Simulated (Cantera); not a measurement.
Thermodynamics of fluorocarbon and chlorocarbon gases, feed c-C4F8 + HCl

Charge: 1 mol c-C4F8, 0.88 mol HCl, equilibrated at 12.0 Pa.

Cantera equilibrium calculation (NASA polynomials, part measured and part estimated; ideal gas, pure solids and liquids). Candidate condensed phases: C, C6H6, C7H8, C8H18; 118 gas species. The feed counts by its element totals alone. Gases not in the tables: C2F6 and larger saturated fluorocarbons. Rates play no part.

From 802 °C to 2402 °C the condensed part is C(graphite). From 2602 °C to 2802 °C nothing is condensed. The main C-bearing gas is CF4 at 802 °C and C at 2802 °C.

| T (°C) | x F | x CF4 | x HF | x Cl | x CF2 | x C | x Cl2 | x C3 | x H | x HCl | x CF | x C2 | n C(graphite) |
|---|---|---|---|---|---|---|---|---|---|---|---|---|---|
| 802 | 6.65e-8 | 0.582 | 0.235 | 0.0318 | 4.03e-7 | <1e-12 | 0.0998 | <1e-12 | 2.43e-12 | 0.0477 | <1e-12 | <1e-12 | 2.18 |
| 1002 | 1.67e-5 | 0.528 | 0.248 | 0.173 | 5.38e-5 | <1e-12 | 0.0367 | <1e-12 | 2.75e-10 | 0.0123 | 2.50e-10 | <1e-12 | 2.21 |
| 1202 | 0.000942 | 0.503 | 0.248 | 0.241 | 0.00189 | <1e-12 | 0.00288 | <1e-12 | 8.42e-9 | 0.00179 | 1.24e-7 | <1e-12 | 2.22 |
| 1402 | 0.0202 | 0.469 | 0.241 | 0.240 | 0.0276 | 5.88e-11 | 0.000246 | 1.56e-11 | 1.14e-7 | 0.000313 | 1.36e-5 | 1.27e-12 | 2.19 |
| 1602 | 0.195 | 0.250 | 0.191 | 0.191 | 0.168 | 1.43e-8 | 2.22e-5 | 8.60e-9 | 8.36e-7 | 5.88e-5 | 0.000469 | 7.16e-10 | 2.05 |
| 1802 | 0.586 | 0.00794 | 0.118 | 0.118 | 0.165 | 1.20e-6 | 1.77e-6 | 1.37e-6 | 6.57e-6 | 1.78e-5 | 0.00388 | 1.17e-7 | 2.67 |
| 2002 | 0.740 | 3.15e-5 | 0.103 | 0.103 | 0.0419 | 4.62e-5 | 3.68e-7 | 8.73e-5 | 9.19e-5 | 2.19e-5 | 0.0112 | 7.72e-6 | 3.54 |
| 2202 | 0.764 | 1.58e-7 | 0.0984 | 0.0995 | 0.00951 | 0.000980 | 1.15e-7 | 0.00280 | 0.00106 | 3.54e-5 | 0.0231 | 0.000256 | 3.62 |
| 2402 | 0.706 | 1.14e-9 | 0.0830 | 0.0914 | 0.00216 | 0.0131 | 3.82e-8 | 0.0525 | 0.00836 | 4.94e-5 | 0.0380 | 0.00500 | 1.86 |
| 2602 | 0.653 | 7.85e-12 | 0.0472 | 0.0802 | 0.000293 | 0.0609 | 1.32e-8 | 0.0804 | 0.0329 | 4.12e-5 | 0.0287 | 0.0160 | 0 |
| 2802 | 0.624 | <1e-12 | 0.0153 | 0.0720 | 3.69e-5 | 0.159 | 5.29e-9 | 0.0372 | 0.0566 | 1.85e-5 | 0.0157 | 0.0205 | 0 |
x: gas mole fraction; n: condensed amount in mol.
